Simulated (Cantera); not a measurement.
# Ignition delay

Mixture: 5.60 % CH₄, 19.3 % O₂, 75.1 % N₂, at 1000000 Pa, adiabatic and at constant volume. Ignition delay is the time to a rise of 400 K.

Cantera simulation using GRI-Mech 3.0 (53 species, 325 reactions); the numbers are that mechanism's predictions, not measurements.

```
T0 (K)  delay (ms)
------  ----------
1200          3.70
1300          1.13
1400         0.390
1500         0.149
1600        0.0623
1700        0.0286
1800        0.0144
1900       0.00785
2000       0.00460
2100       0.00286
```

```yaml
apparent activation energy between 1900 and 2100 K: 170 kJ/mol
```
